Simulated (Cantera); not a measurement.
A perfectly stirred reactor is fed with NO : N2 : H2O = 1 : 2.7 : 0.013 (molar parts), at 263 Torr; it is held at 2200 K, and followed from long to short residence time.

Detailed kinetics in Cantera: GRI-Mech 3.0 (53 species, 325 reactions).

### Question
Predict: x(NO) at τ = 0.460 s; x(NO2) at τ = 0.460 s; x(O) at τ = 0.460 s; x(N2O) at τ = 0.460 s; x(O2) at τ = 0.460 s; x(NO) at τ = 7.00 ms; x(NO2) at τ = 7.00 ms; x(O) at τ = 7.00 ms; x(N2O) at τ = 7.00 ms; x(O2) at τ = 7.00 ms.

### Answer
x(NO) at τ = 0.460 s: 0.104
x(NO2) at τ = 0.460 s: 4.89e-5
x(O) at τ = 0.460 s: 0.00132
x(N2O) at τ = 0.460 s: 4.41e-6
x(O2) at τ = 0.460 s: 0.0814
x(NO) at τ = 7.00 ms: 0.265
x(NO2) at τ = 7.00 ms: 1.94e-5
x(O) at τ = 7.00 ms: 0.000215
x(N2O) at τ = 7.00 ms: 2.49e-5
x(O2) at τ = 7.00 ms: 0.00177
